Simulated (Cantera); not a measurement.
Feed: 1 mol C2H5OH, 5.5 mol CO2, 0.24 mol N2, held at 0.100 bar.

Cantera equilibrium calculation (NASA polynomials, part measured and part estimated; ideal gas, pure solids and liquids). Candidate condensed phases: C, C6H6, C7H8, C8H18, H2O; 169 gas species. Ions and electrons are included (thermal ionisation). The numbers say what is thermodynamically allowed, not how fast it happens.

At 3000 K, list the 5 most abundant gas species with their mole fractions, and the condensed phases.

CO 0.487, H 0.124, CO2 0.0825, H2O 0.0777, O 0.0637. Condensed: gas only.
